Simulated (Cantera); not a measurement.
An adiabatic, constant-volume homogeneous reactor starts with CH4 : O2 : N2 : CO2 = 1 : 0.909 : 3.42 : 0.74 (molar parts), at 1150 K and 4.93 atm.

Model: GRI-Mech 3.0 (53 species, 325 reactions), integrated in Cantera.

Q: Predict: time of steepest temperature rise; temperature at 0.700 s; equilibrium temperature; x(CH4) at 0.700 s; x(O2) at 0.700 s; x(CO2) at 0.700 s; x(NO) at 0.700 s; x(H2) at 0.700 s.

A: 
| Quantity | Value |
|---|---|
| time of steepest temperature rise | 34.3 ms |
| temperature at 0.700 s | 2186 K |
| equilibrium temperature | 2186 K |
| x(CH4) at 0.700 s | 3.11e-9 (gas-phase equilibrium 3.43e-9) |
| x(O2) at 0.700 s | 2.06e-7 (gas-phase equilibrium 2.06e-7) |
| x(CO2) at 0.700 s | 0.0526 (gas-phase equilibrium 0.0526) |
| x(NO) at 0.700 s | 9.48e-6 (gas-phase equilibrium 9.48e-6) |
| x(H2) at 0.700 s | 0.114 (gas-phase equilibrium 0.114) |
